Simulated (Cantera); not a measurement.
Mixture: CO : H₂ : O₂ : N₂ = 1 : 1.4 : 1.36 : 5.13 (molar parts), equivalence ratio 0.88, at 38.0 bar, adiabatic and at constant pressure. Ignition delay is the time to a rise of 400 K.

Detailed kinetics in Cantera: GRI-Mech 3.0 (53 species, 325 reactions). The hydrogen kinetics of GRI-Mech 3.0 are dated; newer H2 mechanisms differ, most at raised pressure. The pressure lies above the range GRI-Mech 3.0 was tuned for (to about 10 atm). Where the delays flatten at high temperature, the 400 K rule measures the pace of heat release, not the induction time.

Problem. What does this change do: pressure from 38.0 bar to 1.40 bar?

Solution. 
```json
[
 {"quantity": "delay at 1300 K", "before": "15.0 µs", "after": "26.3 µs"},
 {"quantity": "delay at 1400 K", "before": "2.98 µs", "after": "19.7 µs"},
 {"quantity": "delay at 1500 K", "before": "0.876 µs", "after": "16.4 µs"},
 {"quantity": "delay at 1600 K", "before": "0.450 µs", "after": "14.9 µs"},
 {"quantity": "delay at 1700 K", "before": "0.297 µs", "after": "14.6 µs"},
 {"quantity": "delay at 1800 K", "before": "0.221 µs", "after": "15.1 µs"},
 {"quantity": "delay at 1900 K", "before": "0.177 µs", "after": "16.3 µs"}
]
```
